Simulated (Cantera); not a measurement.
A Cantera script and what it prints.

```python
import numpy as np
import cantera as ct

gas_names = [...]  # 45 gases of nasa_gas.yaml made of Al, Cl, H, N, O
cond_names = """
    AL(cr) AL(L) ALCL3(s) ALCL3(L) ALN(s) AL2O3(a) AL2O3(L) H2O(s) H2O(L) NH4CL(a) NH4CL(b)
""".split()


# ... load() reads the species with a 1 bar reference pressure and builds the phases ...
atoms = {
    'AlCl3': {'AL': 1, 'CL': 3},
    'N2O': {'N': 2, 'O': 1},
    'H2': {'H': 2},
}
top_T = {'ALN(s)': 2750}  # K; cautious upper limits of use, not melting points


# ... equilibrate(T, P, feed) seeds the gas with the atoms and calls Mixture.equilibrate('TP', solver="vcs", rtol=1e-11, max_steps=5000) ...
results = []
feed = {'AlCl3': 1, 'N2O': 28, 'H2': 22}  # mol
P = 1333.22  # Pa
for T in [1098, 1198, 1298, 1398, 1498, 1598, 1698, 1798, 1898]:
    mix = equilibrate(T, P, feed)
    results.append((T, P, feed, dict(zip(mix.species_names, mix.species_moles))))
    x = sorted(zip(gas.X, gas.species_names), reverse=True)
    print(f"T = {T:g} K  P = {P:g} Pa  gas = {mix.phase_moles(0):.4g} mol")
    print("   x: " + "  ".join(f"{s} {v:.3e}" for v, s in x if v > 1e-05))
    print("   condensed (mol): " + ("  ".join(f"{mix.phase(i).name} {mix.phase_moles(i):.4g}"
          for i in range(1, mix.n_phases) if mix.phase_moles(i) > 1e-12) or "none"))
```

Output:

```
T = 1098 K  P = 1333.22 Pa  gas = 54.5 mol
   x: N2 5.137e-01  H2O 3.762e-01  O2 5.499e-02  HCL 5.489e-02  CL 7.983e-05  CL2 3.888e-05  NO 3.449e-05
   condensed (mol): AL2O3(a) 0.5
T = 1198 K  P = 1333.22 Pa  gas = 54.5 mol
   x: N2 5.137e-01  H2O 3.762e-01  O2 5.494e-02  HCL 5.481e-02  CL 1.902e-04  NO 7.954e-05  CL2 2.252e-05  OH 1.189e-05
   condensed (mol): AL2O3(a) 0.5
T = 1298 K  P = 1333.22 Pa  gas = 54.51 mol
   x: N2 5.136e-01  H2O 3.763e-01  O2 5.484e-02  HCL 5.462e-02  CL 3.962e-04  NO 1.612e-04  OH 4.185e-05  CL2 1.409e-05
   condensed (mol): AL2O3(a) 0.5
T = 1398 K  P = 1333.22 Pa  gas = 54.51 mol
   x: N2 5.135e-01  H2O 3.764e-01  O2 5.467e-02  HCL 5.427e-02  CL 7.413e-04  NO 2.951e-04  OH 1.231e-04
   condensed (mol): AL2O3(a) 0.5
T = 1498 K  P = 1333.22 Pa  gas = 54.52 mol
   x: N2 5.133e-01  H2O 3.765e-01  O2 5.438e-02  HCL 5.374e-02  CL 1.271e-03  NO 4.977e-04  OH 3.132e-04  H2 2.575e-05
   condensed (mol): AL2O3(a) 0.5
T = 1598 K  P = 1333.22 Pa  gas = 54.54 mol
   x: N2 5.130e-01  H2O 3.764e-01  O2 5.396e-02  HCL 5.297e-02  CL 2.026e-03  NO 7.848e-04  OH 7.084e-04  H2 9.093e-05  O 2.849e-05
   condensed (mol): AL2O3(a) 0.5
T = 1698 K  P = 1333.22 Pa  gas = 54.57 mol
   x: N2 5.125e-01  H2O 3.762e-01  O2 5.336e-02  HCL 5.193e-02  CL 3.036e-03  OH 1.454e-03  NO 1.170e-03  H2 2.775e-04  O 8.755e-05  H 2.086e-05
   condensed (mol): AL2O3(a) 0.5
T = 1798 K  P = 1333.22 Pa  gas = 54.63 mol
   x: N2 5.117e-01  H2O 3.753e-01  O2 5.259e-02  HCL 5.059e-02  CL 4.316e-03  OH 2.748e-03  NO 1.665e-03  H2 7.492e-04  O 2.371e-04  H 8.347e-05
   condensed (mol): AL2O3(a) 0.5
T = 1898 K  P = 1333.22 Pa  gas = 54.72 mol
   x: N2 5.105e-01  H2O 3.732e-01  O2 5.170e-02  HCL 4.895e-02  CL 5.862e-03  OH 4.843e-03  NO 2.276e-03  H2 1.821e-03  O 5.775e-04  H 2.889e-04
   condensed (mol): AL2O3(a) 0.5
```

Equilibrium computed with Cantera from the NASA thermochemical tables; the gas is ideal and each condensed phase is pure.
